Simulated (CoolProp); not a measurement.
Vapour pressure (bar) of fluorine: the reference equation beside estimates from Tc = -128.7 °C, pc = 52.40 bar, ω = 0.045.

Computed with CoolProp (reference Helmholtz-energy equation of state, de Reuck 1990).

```tsv
T (°C)	reference	Lee-Kesler	van der Waals	Soave-Redlich-Kwong	Peng-Robinson
-207.85	0.04907	0.05155	0.7133	0.04959	0.05555
-201.95	0.1474	0.1524	1.323	0.1490	0.1615
-196.15	0.3629	0.3719	2.222	0.3669	0.3880
-190.35	0.7782	0.7939	3.484	0.7869	0.8168
-184.45	1.513	1.539	5.203	1.530	1.566
-178.65	2.666	2.706	7.379	2.697	2.730
-172.75	4.415	4.473	10.14	4.471	4.490
-166.95	6.846	6.921	13.44	6.940	6.931
-161.05	10.19	10.28	17.45	10.35	10.30
-155.25	14.50	14.59	22.05	14.74	14.64
-149.45	19.98	20.06	27.35	20.33	20.17
-143.55	26.95	27.01	33.49	27.39	27.20
-137.75	35.38	35.43	40.28	35.86	35.67
-131.85	45.85	45.93	47.99	46.19	46.09
```

Absolute difference from the reference over all 14 rows, mean and median: Lee-Kesler 1.5 and 1.2 %, van der Waals 275.8 and 113.0 %, Soave-Redlich-Kwong 1.3 and 1.2 %, Peng-Robinson 3.5 and 1.5 %.
